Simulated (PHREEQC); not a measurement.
Consider water at 20 °C with 2.5 mol KOH, 0.085 mol CaCl2 and 0.18 mol LiCl per kg of water. Closed to the air; pH follows from the charge balance.

Equilibrium calculation in PHREEQC: Pitzer model, pitzer.dat.

Precipitation was switched off in this run.

Problem. Estimate the pH, osmotic coefficient, density.

Solution. pH 14.62; osmotic coefficient 1.098; density 1.118 g/cm³.

Saturation is exceeded, for instance for Portlandite; the values hold only as long as no solid forms. In brines, pH and single-ion activities rest on the MacInnes convention.
